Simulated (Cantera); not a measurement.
A freely propagating, adiabatic, planar premixed flame of H2 : O2 : N2 = 1 : 0.312 : 1.56 (molar parts), equivalence ratio 1.6, unburnt at 525 K and 6.00 bar; mixture-averaged transport, grid criteria slope 0.08 and curve 0.16, no radiation.

Cantera simulation using the H2/O2 subset of GRI-Mech 3.0, which has no nitrogen chemistry; the numbers are that mechanism's predictions, not measurements. The hydrogen kinetics of GRI-Mech 3.0 are dated; newer H2 mechanisms differ, most at raised pressure. Burning velocities carry a grid error of a few per cent, more on coarse grids.

### Question
What does this change do: inlet temperature 525 to 425 K?

### Answer
```json
[
 {"quantity": "laminar burning velocity", "before": "520 cm/s", "after": "345 cm/s"},
 {"quantity": "thermal thickness", "before": "0.0444 mm", "after": "0.0416 mm"},
 {"quantity": "peak x(H)", "before": "0.0358", "after": "0.0301"},
 {"quantity": "peak x(HO2)", "before": "0.000941", "after": "0.00102"},
 {"quantity": "peak x(O)", "before": "0.00234", "after": "0.00187"}
]
```
